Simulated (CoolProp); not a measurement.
Properties of R141b along the isotherm 226.85 °C.

Values from CoolProp's reference Helmholtz-energy equation of state, Lemmon 2006. It is a short technical equation, of lower accuracy than the large ones.

| p (MPa) | phase | density (kg/m³) | Prandtl number | fugacity coefficient |
|---|---|---|---|---|
| 0.02 | gas | 0.5634 | 0.527 | 0.9987 |
| 0.0379 | gas | 1.069 | 0.527 | 0.9975 |
| 0.0718 | gas | 2.030 | 0.528 | 0.9953 |
| 0.136 | gas | 3.861 | 0.529 | 0.9910 |
| 0.258 | gas | 7.386 | 0.531 | 0.9830 |
| 0.489 | gas | 14.23 | 0.534 | 0.9677 |
| 0.927 | gas | 27.88 | 0.543 | 0.9390 |
| 1.76 | gas | 56.87 | 0.566 | 0.8847 |
| 3.33 | gas | 129.8 | 0.661 | 0.7825 |
| 6.32 | supercritical | 579.3 | 2.29 | 0.5778 |

Viscosity comes from a separate model (Huber 2003), an estimate that may be off by 10 % or more. Thermal conductivity comes from a separate model (Huber 2003), an estimate that may be off by 10 % or more.
